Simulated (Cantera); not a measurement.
A perfectly stirred reactor is fed with CH4 : CO2 : H2 = 1 : 1.7 : 0.064 (molar parts), at 0.110 bar; it is held at 1925 K, and followed from long to short residence time.

Model: GRI-Mech 3.0 (53 species, 325 reactions), integrated in Cantera.

### Question
What does this change do: CO2 1.7 to 12 parts?

### Answer
```
quantity                  before     after
----------------------  --------  --------
x(CH4) at τ = 11.0 s    0.000781   8.63e-5
x(CO2) at τ = 11.0 s      0.0408     0.606
x(H2) at τ = 11.0 s        0.324    0.0123
x(C2H2) at τ = 11.0 s   0.000273   3.06e-6
x(CH2O) at τ = 11.0 s    3.36e-7   1.73e-6
x(CH4) at τ = 0.110 s     0.0156   0.00550
x(CO2) at τ = 0.110 s     0.0997     0.663
x(H2) at τ = 0.110 s       0.229    0.0118
x(C2H2) at τ = 0.110 s    0.0474   0.00782
x(CH2O) at τ = 0.110 s   1.52e-5  0.000102
```

### Question
What does this change do: CO2 1.7 to 5.7 parts?

### Answer
```
quantity                  before     after
----------------------  --------  --------
x(CH4) at τ = 11.0 s    0.000781  0.000151
x(CO2) at τ = 11.0 s      0.0408     0.352
x(H2) at τ = 11.0 s        0.324    0.0505
x(C2H2) at τ = 11.0 s   0.000273   6.56e-6
x(CH2O) at τ = 11.0 s    3.36e-7   1.06e-6
x(CH4) at τ = 0.110 s     0.0156   0.00823
x(CO2) at τ = 0.110 s     0.0997     0.426
x(H2) at τ = 0.110 s       0.229    0.0418
x(C2H2) at τ = 0.110 s    0.0474    0.0141
x(CH2O) at τ = 0.110 s   1.52e-5   6.63e-5
```
